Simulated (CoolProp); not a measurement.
20 sccm (0 °C, 1 atm) of nitrogen bubbles through liquid ethanol at 306.9 K and leaves saturated at a total pressure of 0.0586 MPa (ideal gas phase). Each further row changes one setting.

Values from CoolProp's reference Helmholtz-energy equation of state, Schroeder 2014.

```json
[
 {"case": "as stated", "vapour pressure (kPa)": "12.9", "mole fraction of vapour": "0.219", "delivery (mg/min)": "[?]", "delivery (sccm)": "[?]", "change of delivery for a bath 1 K warmer (%)": "[?]"},
 {"case": "bath temperature 311.9 K", "vapour pressure (kPa)": "16.8", "mole fraction of vapour": "[?]", "delivery (mg/min)": "[?]", "delivery (sccm)": "[?]", "change of delivery for a bath 1 K warmer (%)": "[?]"},
 {"case": "total pressure 0.117 MPa", "vapour pressure (kPa)": "12.9", "mole fraction of vapour": "0.110", "delivery (mg/min)": "[?]", "delivery (sccm)": "2.47", "change of delivery for a bath 1 K warmer (%)": "6.3"}
]
```

Fill in the missing entries.


- as stated, delivery (mg/min): 11.6
- as stated, delivery (sccm): 5.62
- as stated, change of delivery for a bath 1 K warmer (%): 7.2
- bath temperature 311.9 K, mole fraction of vapour: 0.286
- bath temperature 311.9 K, delivery (mg/min): 16.5
- bath temperature 311.9 K, delivery (sccm): 8.01
- bath temperature 311.9 K, change of delivery for a bath 1 K warmer (%): 7.6
- total pressure 0.117 MPa, delivery (mg/min): 5.07
